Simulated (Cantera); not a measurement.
**Abatement and gas-phase synthesis: H2O + SO2 + N2**

Feed: 1 mol H2O, 0.038 mol SO2, 0.27 mol N2, held at 0.000350 bar.

Equilibrium computed with Cantera from the NASA thermochemical tables; the gas is ideal and each condensed phase is pure. Candidate condensed phases: H2O, H2SO4, S; 35 gas species. Equilibrium is a limit: real reactors are often held back by kinetics, nucleation or transport.

```csv
T (°C),x H,x O,x N2,x S,x H2,x OH,x O2,x NO
2675,0.583,0.308,0.0802,0.0103,0.00659,0.00565,0.00371,0.00190
2725,0.585,0.310,0.0799,0.0106,0.00486,0.00421,0.00266,0.00171
2775,0.586,0.312,0.0797,0.0108,0.00361,0.00315,0.00192,0.00154
2825,0.588,0.313,0.0795,0.0109,0.00270,0.00238,0.00140,0.00139
2875,0.588,0.314,0.0793,0.0110,0.00204,0.00181,0.00102,0.00126
2925,0.589,0.315,0.0792,0.0110,0.00155,0.00139,0.000757,0.00114
2975,0.589,0.316,0.0791,0.0111,0.00119,0.00107,0.000564,0.00103
3025,0.590,0.316,0.0789,0.0111,0.000921,0.000832,0.000424,0.000943
```
x: gas mole fraction; nothing condenses.

From 2675 °C to 3025 °C nothing is condensed.
